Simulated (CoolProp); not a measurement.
A Linde-Hampson liquefier for carbon monoxide: isothermal reversible compression at 290 K from 1 atm to 20 MPa, throttling to 1 atm, return gas leaving the recuperator 2 K below the feed. Each further row changes one setting.

The numbers come from the reference Helmholtz-energy equation of state, Lemmon 2006 in CoolProp. It is a short technical equation, of lower accuracy than the large ones.

| case | liquid yield per pass | compression work (kJ/kg of gas) |
|---|---|---|
| as stated | ? | 453 |
| high pressure 40 MPa | ? | ? |
| warm-end temperature 320 K | ? | ? |
| warm-end gap 7 K | 0.078 | 453 |

Q: Some entries are withheld; supply them.

A: 
- as stated, liquid yield per pass: 0.089
- high pressure 40 MPa, liquid yield per pass: 0.112
- high pressure 40 MPa, compression work (kJ/kg of gas): 519
- warm-end temperature 320 K, liquid yield per pass: 0.065
- warm-end temperature 320 K, compression work (kJ/kg of gas): 503
